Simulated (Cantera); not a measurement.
**Hydrocarbon pyrolysis for carbon deposition**

An isothermal, constant-pressure homogeneous reactor starts with C2H6 : N2 = 1 : 9.3 (molar parts), at 1250 K and 0.0188 atm.

Detailed kinetics in Cantera: GRI-Mech 3.0 (53 species, 325 reactions). GRI-Mech 3.0 stops at C3 and has no aromatics, soot or wall deposition, so with more carbon than oxygen in the feed, carbon stays in small species such as C2H2 where larger ones or solid carbon would form. Radical loss at walls, strong at low pressure, is not modelled.

```json
[
 {"t (s)": "2.00e-6", "x C2H6": "0.0971", "x HCN": "<1e-12", "x C2H": "<1e-12", "x C2H4": "<1e-12", "x CH2": "<1e-12"},
 {"t (s)": "5.52e-6", "x C2H6": "0.0971", "x HCN": "<1e-12", "x C2H": "<1e-12", "x C2H4": "8.19e-12", "x CH2": "<1e-12"},
 {"t (s)": "1.53e-5", "x C2H6": "0.0971", "x HCN": "<1e-12", "x C2H": "<1e-12", "x C2H4": "1.50e-10", "x CH2": "<1e-12"},
 {"t (s)": "4.21e-5", "x C2H6": "0.0971", "x HCN": "<1e-12", "x C2H": "<1e-12", "x C2H4": "2.92e-9", "x CH2": "<1e-12"},
 {"t (s)": "0.000116", "x C2H6": "0.0971", "x HCN": "<1e-12", "x C2H": "<1e-12", "x C2H4": "5.85e-8", "x CH2": "9.06e-12"},
 {"t (s)": "0.000321", "x C2H6": "0.0971", "x HCN": "<1e-12", "x C2H": "<1e-12", "x C2H4": "1.18e-6", "x CH2": "1.41e-10"},
 {"t (s)": "0.000887", "x C2H6": "0.0970", "x HCN": "<1e-12", "x C2H": "<1e-12", "x C2H4": "2.32e-5", "x CH2": "1.60e-9"},
 {"t (s)": "0.00245", "x C2H6": "0.0964", "x HCN": "3.08e-11", "x C2H": "<1e-12", "x C2H4": "0.000378", "x CH2": "1.20e-8"},
 {"t (s)": "0.00676", "x C2H6": "0.0928", "x HCN": "4.84e-10", "x C2H": "1.03e-11", "x C2H4": "0.00320", "x CH2": "5.02e-8"},
 {"t (s)": "0.0187", "x C2H6": "0.0797", "x HCN": "1.41e-9", "x C2H": "6.91e-11", "x C2H4": "0.0136", "x CH2": "7.24e-8"},
 {"t (s)": "0.0516", "x C2H6": "0.0494", "x HCN": "2.29e-9", "x C2H": "2.72e-10", "x C2H4": "0.0361", "x CH2": "6.00e-8"},
 {"t (s)": "0.142", "x C2H6": "0.0112", "x HCN": "3.03e-9", "x C2H": "8.79e-10", "x C2H4": "0.0574", "x CH2": "2.53e-8"},
 {"t (s)": "0.393", "x C2H6": "0.000773", "x HCN": "3.20e-9", "x C2H": "6.77e-10", "x C2H4": "0.0507", "x CH2": "2.12e-9"},
 {"t (s)": "1.09", "x C2H6": "6.27e-5", "x HCN": "3.18e-9", "x C2H": "2.81e-10", "x C2H4": "0.0404", "x CH2": "1.88e-10"},
 {"t (s)": "3.00", "x C2H6": "8.02e-6", "x HCN": "3.16e-9", "x C2H": "1.28e-10", "x C2H4": "0.0322", "x CH2": "2.60e-11"}
]
```
x: mole fraction; the columns are a selection and need not sum to one.

Equilibrium at this temperature and pressure: C2H6 1.86e-7, HCN 0.0682, C2H 1.16e-10, C2H4 0.000741, CH2 4.58e-12 (gas phase only).
